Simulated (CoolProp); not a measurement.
Vapour pressure (kPa) of methane: the reference equation beside estimates from Tc = -82.6 °C, pc = 4599 kPa, ω = 0.011. Clausius-Clapeyron is anchored at -171.95 °C with a constant enthalpy of vaporisation of 8.480 kJ/mol.

Computed with CoolProp (reference Helmholtz-energy equation of state, Setzmann 1991).

| T (°C) | reference | Lee-Kesler | Clausius-Clapeyron | van der Waals | Redlich-Kwong |
|---|---|---|---|---|---|
| -176.75 | 23.26 | 22.54 | 23.55 | 138.3 | 12.19 |
| -171.95 | 38.90 | 37.88 | 38.90 | 190.1 | 23.06 |
| -167.25 | 61.30 | 60.02 | 60.84 | 252.9 | 40.13 |
| -162.55 | 92.72 | 91.24 | 91.60 | 328.9 | 65.84 |
| -157.75 | 136.4 | 134.8 | 134.4 | 421.3 | 103.7 |
| -153.05 | 192.8 | 191.4 | 190.0 | 527.6 | 155.0 |
| -148.35 | 265.3 | 264.2 | 261.6 | 650.6 | 223.3 |
| -143.55 | 358.6 | 358.0 | 354.0 | 794.4 | 313.7 |
| -138.85 | 471.5 | 471.7 | 466.3 | 954.2 | 425.7 |
| -134.05 | 611.8 | 612.7 | 606.0 | 1138 | 567.1 |
| -129.35 | 776.5 | 778.1 | 770.1 | 1338 | 735.2 |
| -124.65 | 971.1 | 973.1 | 963.9 | 1560 | 935.6 |

Absolute difference from the reference over all 12 rows, mean and median: Lee-Kesler 1.0 and 0.6 %, Clausius-Clapeyron 1.0 and 1.2 %, van der Waals 201.8 and 159.4 %, Redlich-Kwong 20.8 and 17.7 %.
